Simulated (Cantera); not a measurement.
Input (Python, Cantera):

```python
import numpy as np
import cantera as ct

gas = ct.Solution("gri30.yaml")
gas.TPX = 1150, 2100, {'N2O': 1}
inlet = ct.Reservoir(gas, clone=True)

reactor = ct.IdealGasConstPressureReactor(gas, energy="off", clone=False)
exhaust = ct.Reservoir(gas, clone=True)
tau = [11, 1.7, 0.25, 0.037, 0.0056, 0.00084, 0.00013][0]
for a, b in ((inlet, reactor), (reactor, exhaust)):
    ct.MassFlowController(a, b, mdot=lambda t: reactor.mass / tau)
net = ct.ReactorNet([reactor])
show = ['N2O', 'NO', 'O2', 'NO2', 'N2', 'O']

rows = []
print(f"{'tau/s':>10s}{'T/K':>9s}" + "".join(f"{s:>11s}" for s in show))
for tau in [11, 1.7, 0.25, 0.037, 0.0056, 0.00084, 0.00013]:
    net.initial_time = 0.0
    net.advance(30 * tau)
    before = gas.X
    net.advance(40 * tau)
    drift = np.max(np.abs(gas.X - before) / (gas.X + 1e-9))
    rows.append([gas.T, *gas[show].X, drift])
    print(f"{tau:10.3e}{gas.T:9.1f}" + "".join(f"{x:11.3e}" for x in gas[show].X))
```

Output:

```
     tau/s      T/K        N2O         NO         O2        NO2         N2          O
 1.100e+01   1150.0  9.265e-01  4.193e-03  2.242e-02  1.013e-06  4.694e-02  8.105e-07
 1.700e+00   1150.0  9.879e-01  6.914e-04  3.695e-03  1.025e-07  7.736e-03  8.108e-07
 2.500e-01   1150.0  9.982e-01  1.026e-04  5.484e-04  4.311e-09  1.149e-03  8.100e-07
 3.700e-02   1150.0  9.997e-01  1.510e-05  8.067e-05  1.080e-10  1.697e-04  8.038e-07
 5.600e-03   1150.0  1.000e+00  2.175e-06  1.162e-05  2.295e-12  2.510e-05  7.650e-07
 8.400e-04   1150.0  1.000e+00  2.469e-07  1.319e-06  2.967e-14  3.341e-06  5.788e-07
 1.300e-04   1150.0  1.000e+00  1.490e-08  7.963e-08  1.081e-16  3.925e-07  2.258e-07
```

Cantera simulation using GRI-Mech 3.0 (53 species, 325 reactions); the numbers are that mechanism's predictions, not measurements. GRI-Mech 3.0 was tuned for natural gas; its chemistry of N2O as a main component is partial and can be far from experiment. Radical loss at walls, strong at low pressure, is not modelled. The mechanism lacks the step 2 NO + O2 → 2 NO2, which can matter for NO2 below about 1400 K. The temperature is held fixed by assumption; the heat of reaction is taken as removed at once.
